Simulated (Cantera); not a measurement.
Input: 1 mol Si, 2.1 mol SF6, 9.1 mol F2, held at 202 °C and 0.133 bar.

Method: chemical equilibrium by Gibbs-energy minimisation in Cantera with the NASA 1993 tables (ideal gas, pure condensed phases). Candidate condensed phases: S, Si; 21 gas species. Rates play no part.

Base state: F2 0.696, SF6 0.206, SiF4 0.0980 (mole fractions); condensed: gas only.

What changes in the equilibrium state with this change: temperature from 202 °C to 1302 °C?


```csv
species,before,after
F,4.53e-6,0.817
SF6,0.206,0.111
SiF4,0.0980,0.0571
F2,0.696,0.00632
SF4,<1e-9,0.00875
SF5,<1e-9,0.000194
SF3,<1e-9,2.13e-5
```
The tables' values for SF5, SF3 are old estimates; treat these amounts as uncertain.
